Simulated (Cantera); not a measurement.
A closed system holds: 1 mol SiH4, 3.8 mol N2, 25 mol H2, at 0.0750 bar.

Equilibrium computed with Cantera from the NASA thermochemical tables; the gas is ideal and each condensed phase is pure. Candidate condensed phases: Si, Si3N4; 18 gas species. The tables' values for SiN are old estimates; treat these amounts as uncertain. Gases not in the tables: Si2H6 and higher silanes. Equilibrium is a limit: real reactors are often held back by kinetics, nucleation or transport.

x: gas mole fraction; n: condensed amount in mol.

| T (°C) | x H2 | x N2 | x H | x Si | x SiH | x SiH2 | x Si2N | n Si3N4(s) | n Si(l) |
|---|---|---|---|---|---|---|---|---|---|
| 1250 | 0.896 | 0.104 | 7.99e-5 | 1.08e-8 | 8.16e-9 | 8.05e-8 | 7.68e-11 | 0.333 | 0 |
| 1300 | 0.896 | 0.104 | 0.000141 | 6.08e-8 | 3.79e-8 | 2.73e-7 | 6.93e-10 | 0.333 | 0 |
| 1350 | 0.896 | 0.104 | 0.000239 | 3.08e-7 | 1.60e-7 | 8.55e-7 | 5.45e-9 | 0.333 | 0 |
| 1400 | 0.896 | 0.104 | 0.000394 | 1.41e-6 | 6.19e-7 | 2.50e-6 | 3.77e-8 | 0.333 | 0 |
| 1450 | 0.895 | 0.104 | 0.000630 | 5.92e-6 | 2.21e-6 | 6.86e-6 | 2.33e-7 | 0.333 | 0 |
| 1500 | 0.895 | 0.104 | ___ | ___ | ___ | ___ | ___ | 0.333 | 0 |
| 1550 | 0.875 | 0.123 | 0.00148 | 5.89e-5 | 1.61e-5 | 3.07e-5 | 3.68e-6 | 0 | 0.996 |
| 1600 | 0.874 | 0.123 | 0.00220 | 0.000118 | 2.81e-5 | 4.29e-5 | 6.05e-6 | 0 | 0.994 |
| 1650 | 0.873 | 0.123 | ___ | ___ | ___ | ___ | ___ | 0 | 0.989 |
| 1700 | 0.872 | 0.123 | 0.00460 | 0.000421 | 7.78e-5 | 7.92e-5 | 1.51e-5 | 0 | 0.981 |
| 1750 | 0.870 | 0.123 | 0.00647 | 0.000759 | 0.000125 | 0.000105 | 2.31e-5 | 0 | 0.967 |

**Question.** Some entries are withheld; supply them.

**Answer.** 
- 1650, x H: 0.00321
- 1650, x Si: 0.000226
- 1650, x SiH: 4.74e-5
- 1650, x SiH2: 5.88e-5
- 1650, x Si2N: 9.69e-6
- 1500, x H: 0.000983
- 1500, x Si: 2.29e-5
- 1500, x SiH: 7.31e-6
- 1500, x SiH2: 1.78e-5
- 1500, x Si2N: 1.29e-6
